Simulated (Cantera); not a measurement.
A freely propagating, adiabatic, planar premixed flame of H₂ : O₂ : N₂ = 1 : 0.909 : 3.42 (molar parts), unburnt at 475 K and 82.5 Torr; mixture-averaged transport, grid criteria slope 0.08 and curve 0.16, no radiation.

Computed with Cantera and the H2/O2 subset of GRI-Mech 3.0, which has no nitrogen chemistry. Burning velocities carry a grid error of a few per cent, more on coarse grids. Lean hydrogen flames are cellular in practice and burn faster than this planar one.

Task: How do the results move with these cheaper or finer settings: unity-Lewis-number transport; multicomponent transport; multicomponent+Soret transport; grid criteria slope 0.5, curve 1; grid criteria slope 0.25, curve 0.5; grid criteria slope 0.03, curve 0.06?

Result: 
```tsv
setting	laminar burning velocity	thermal thickness	peak x(H)	peak x(O)	grid points
as above	233 cm/s	7.03 mm	0.0328	0.0132	120
unity-Lewis-number transport	161 cm/s	4.72 mm	0.0402	0.0145	119
multicomponent transport	229 cm/s	6.97 mm	0.0326	0.0132	120
multicomponent+Soret transport	215 cm/s	6.90 mm	0.0312	0.0130	120
grid criteria slope 0.5, curve 1	300 cm/s	9.13 mm	0.0359	0.0137	36
grid criteria slope 0.25, curve 0.5	250 cm/s	7.59 mm	0.0341	0.0134	57
grid criteria slope 0.03, curve 0.06	228 cm/s	6.92 mm	0.0324	0.0132	266
```
Unity Lewis numbers drop preferential diffusion, which matters most where H2 and H carry the flame; Soret adds thermal diffusion.
